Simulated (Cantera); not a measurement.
A closed system holds: 1 mol SiCl4, 0.27 mol NH3, 53 mol N2, equilibrated at 1973 K and 3.45 Torr.

Cantera equilibrium calculation (NASA polynomials, part measured and part estimated; ideal gas, pure solids and liquids). The tables' values for SiCl3, SiCl are old estimates; treat these amounts as uncertain. The numbers say what is thermodynamically allowed, not how fast it happens.

```tsv
species	before	after
N2	0.947	0.553
H2	9.65e-5	0.401
HCl	0.0140	0.0251
Cl	0.0213	0.000589
H	0.000195	0.0126
SiCl2	0.0173	0.00252
Si	2.35e-5	0.00445
Si2	<1e-9	2.81e-5
Si2N	1.98e-9	5.46e-5
SiH2	<1e-9	2.37e-5
SiH	1.13e-8	0.000138
SiCl4	1.25e-5	1.40e-9
SiCl3	0.000424	1.71e-6
```
Gas species are given as mole fractions.

Which change was made?
(A) temperature from 1973 K to 1675 K
(B) temperature from 1973 K to 1175 K
(C) temperature from 1973 K to 823.15 K
(D) NH3 from 0.27 to 36 mol

D, NH3 from 0.27 to 36 mol. The tables' values for SiCl, SiN are old estimates; treat these amounts as uncertain. Gases not in the tables: Si2H6 and higher silanes
